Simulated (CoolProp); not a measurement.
Vapour-liquid equilibrium of hydrogen sulfide (1) + benzene (2) at 330.8 K; x and y are mole fractions of (1).

Model: multi-fluid Helmholtz-energy mixture model, Lemmon 2006 and Thol 2012; pair parameters Bell 2016, in CoolProp.

```csv
x,bubble pressure (bar),y at the bubble point,dew pressure at overall composition x (bar),liquid density (mol/L)
0.05,2.126,0.776,0.5060,11.05
0.125,4.576,0.898,0.5495,11.56
0.2,7.043,0.935,0.6012,12.10
0.275,9.564,0.954,0.6635,12.69
0.35,12.17,0.965,0.7401,13.32
0.425,14.89,(withheld),0.8364,13.99
0.5,17.75,0.978,0.9614,14.71
0.575,20.75,0.983,1.130,15.49
0.65,23.91,0.987,1.370,16.31
0.725,27.24,0.990,1.740,(withheld)
0.8,30.76,0.992,2.381,18.06
0.875,34.50,0.995,3.768,18.93
0.95,(withheld),0.998,8.921,19.68
```

Some entries are withheld; supply them.


- 0.425, y at the bubble point: 0.973
- 0.725, liquid density (mol/L): 17.17
- 0.95, bubble pressure (bar): 38.55

No azeotrope shows between x = 0.05 and 0.95.

The pair parameters rest on a limited set of measurements; away from them the model extrapolates.
